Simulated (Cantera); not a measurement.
What does this Cantera script print?

```python
import numpy as np
import cantera as ct

gas = ct.Solution("gri30.yaml")
gas.TPX = 1250, 1000000, {'CO': 0.0012, 'O2': 0.0034, 'H2O': 0.00096, 'N2': 1}
reactor = ct.IdealGasConstPressureReactor(gas, energy="off", clone=False)
net = ct.ReactorNet([reactor])
net.rtol, net.atol = 1e-08, 1e-18
show = ['CO', 'O2', 'H2O', 'NO2', 'CO2', 'NO']
times = np.geomspace(0.0002, 20, 10)

steps = ct.SolutionArray(gas, extra=["t"])
rows = []
print(f"{'t/s':>10s}{'T/K':>9s}{'P/Pa':>11s}" + "".join(f"{s:>11s}" for s in show))
for t in times:
    while net.time < t:
        t_next = net.step()
        steps.append(gas.state, t=t_next)
    rows.append([np.interp(t, steps.t, y) for y in (steps.T, steps.P, *steps(*show).X.T)])
    print(f"{t:10.3e}{rows[-1][0]:9.1f}{rows[-1][1]:11.4g}" + "".join(f"{x:11.3e}" for x in rows[-1][2:]))
rate = np.gradient(steps.T, steps.t)
print("integrator steps:", len(steps.t))
if steps.T.max() > steps.T[0] + 200:
    print(f"time of steepest temperature rise: {steps.t[rate.argmax()]:.4e} s")
gas.TPX = 1250, 1000000, {'CO': 0.0012, 'O2': 0.0034, 'H2O': 0.00096, 'N2': 1}
gas.equilibrate("TP")
print(f"equilibrium (TP): T = {gas.T:.1f} K  " + "  ".join(f"{s} {gas[s].X[0]:.3e}" for s in show))
```

Output:

```
       t/s      T/K       P/Pa         CO         O2        H2O        NO2        CO2         NO
 2.000e-04   1250.0      1e+06  1.193e-03  3.381e-03  9.547e-04  3.647e-22  1.286e-09  9.969e-17
 7.188e-04   1250.0      1e+06  1.193e-03  3.381e-03  9.547e-04  2.138e-19  1.369e-08  1.487e-15
 2.583e-03   1250.0      1e+06  1.192e-03  3.380e-03  9.545e-04  4.562e-15  1.310e-06  2.913e-13
 9.283e-03   1250.0      1e+06  1.049e-03  3.308e-03  9.511e-04  1.417e-10  1.446e-04  7.230e-10
 3.336e-02   1250.0      1e+06  6.157e-04  3.092e-03  9.519e-04  2.695e-09  5.781e-04  1.081e-08
 1.199e-01   1250.0      1e+06  1.160e-04  2.843e-03  9.543e-04  1.482e-08  1.078e-03  4.582e-08
 4.309e-01   1250.0      1e+06  1.257e-06  2.786e-03  9.550e-04  5.756e-09  1.193e-03  7.967e-08
 1.549e+00   1250.0      1e+06  1.918e-09  2.786e-03  9.552e-04  6.190e-10  1.194e-03  8.587e-08
 5.565e+00   1250.0      1e+06  3.887e-10  2.786e-03  9.552e-04  4.194e-10  1.194e-03  8.610e-08
 2.000e+01   1250.0      1e+06  3.887e-10  2.786e-03  9.552e-04  4.199e-10  1.194e-03  8.620e-08
integrator steps: 1157
equilibrium (TP): T = 1250.0 K  CO 3.900e-10  O2 2.768e-03  H2O 9.552e-04  NO2 1.777e-07  CO2 1.194e-03  NO 3.660e-05
```

Cantera simulation using GRI-Mech 3.0 (53 species, 325 reactions); the numbers are that mechanism's predictions, not measurements.
